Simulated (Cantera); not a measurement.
## Ignition delay

Mixture: 12.8 % CH₄, 0.995 % C₂H₆, 18.1 % O₂, 68.1 % N₂, at 1.01 bar, adiabatic and at constant pressure. Ignition delay is the time to a rise of 400 K.

Model: GRI-Mech 3.0 (53 species, 325 reactions), integrated in Cantera.

```
T0 (K)  delay (ms)
------  ----------
1275          4.11
1350          1.81
1425         0.818
1500         0.387
1575         0.196
1650         0.108
1725        0.0650
1800        0.0421
```

```yaml
apparent activation energy between 1650 and 1800 K: 160 kJ/mol
```
